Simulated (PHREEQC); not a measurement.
NaOH is added in steps, without added water, to 1 kg of water holding 0.0079 mol LiOH and 0.0043 mol CO2, at 50 °C. Oxygen is held at 0.21 atm. The system is closed to CO2. Precipitation was switched off in this run.

Base run: PHREEQC, ion-association model, phreeqc.dat. Each further column changes one thing. The table gives HCO3- (mol/kgw).

| NaOH added (mol) | base | database wateq4f.dat | all activity coefficients set to 1 | Davies equation for every ion |
|---|---|---|---|---|
| 0 | 0.00171 | 0.00169 | ___ | 0.00170 |
| 0.0012 | 0.00118 | 0.00116 | ___ | 0.00117 |
| 0.0024 | 0.000828 | 0.000812 | 0.000932 | 0.000820 |
| 0.0036 | 0.000608 | 0.000594 | 0.000694 | 0.000601 |
| 0.0048 | 0.000466 | 0.000455 | ___ | 0.000460 |
| 0.006 | 0.000371 | 0.000361 | 0.000424 | 0.000365 |
| 0.0072 | 0.000303 | 0.000295 | 0.000346 | 0.000299 |
| 0.0084 | 0.000254 | 0.000247 | ___ | 0.000250 |
| 0.0096 | 0.000216 | 0.000210 | ___ | 0.000213 |
| 0.0108 | 0.000187 | 0.000182 | 0.000208 | 0.000184 |
| 0.012 | 0.000164 | 0.000159 | ___ | 0.000161 |

Some entries are withheld; supply them.


- 0, all activity coefficients set to 1: 0.00182
- 0.0012, all activity coefficients set to 1: 0.00129
- 0.0048, all activity coefficients set to 1: 0.000534
- 0.0084, all activity coefficients set to 1: 0.000287
- 0.0096, all activity coefficients set to 1: 0.000243
- 0.012, all activity coefficients set to 1: 0.000181

Away from 25 °C the constants follow the database's enthalpies or fits; those with neither stay at their 25 °C values. phreeqc.dat and wateq4f.dat share most of their constants, so their agreement is no independent check. Solids allowed in the column 'database wateq4f.dat': Nahcolite, Natron.
